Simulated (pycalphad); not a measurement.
An equivalent pycalphad script:

```python
from pycalphad import Database, equilibrium, calculate, variables as v
import numpy as np
db = Database('COST507.tdb')
comps = ['SN', 'SI', 'VA']
phases = ['BCT_A5', 'DIAMOND_A4', 'LIQUID']
eq = equilibrium(db, comps, phases, {v.X('SI'): 0.2535, v.T: np.arange(2350, 499, -75), v.P: 101325, v.N: 1}, output=['HM', 'SM'])
```

CALPHAD calculation (pycalphad, COST 507 light-alloy database (1999)), 1 atm. These are 1990s assessments: newer ones move some temperatures and phases. Phase fractions are per mole of atoms.

Results at three of the temperatures:

```
T = 2125.00 K, P = 101325 Pa, N = 1 mol of atoms
G = -181276 J/mol, H = 73768 J/mol, S = 120.02 J/(mol K)  (SER reference)
chemical potentials (J/mol): Sn -201925, Si -120468
phase             fraction      x(Sn)      x(Si)
LIQUID              1.0000     0.7465     0.2535
```

```
T = 1450.00 K, P = 101325 Pa, N = 1 mol of atoms
G = -104088 J/mol, H = 43896 J/mol, S = 102.06 J/(mol K)  (SER reference)
chemical potentials (J/mol): Sn -121074, Si -54069
phase             fraction      x(Sn)      x(Si)
LIQUID              0.8371     0.8918     0.1082
DIAMOND_A4          0.1629   3.04e-07     1.0000
```

```
T = 1150.00 K, P = 101325 Pa, N = 1 mol of atoms
G = -75286 J/mol, H = 29506 J/mol, S = 91.12 J/(mol K)  (SER reference)
chemical potentials (J/mol): Sn -88028, Si -37765
phase             fraction      x(Sn)      x(Si)
LIQUID              0.7560     0.9874     0.0126
DIAMOND_A4          0.2440   4.06e-07     1.0000
```

Changes of the phase set, refined by bisection:

```
T (°C)  phases above           phases below
------  ------------  ---------------------
1275.0        liquid  diamond (Si) + liquid
```

DIAMOND_A4 is diamond (Si).
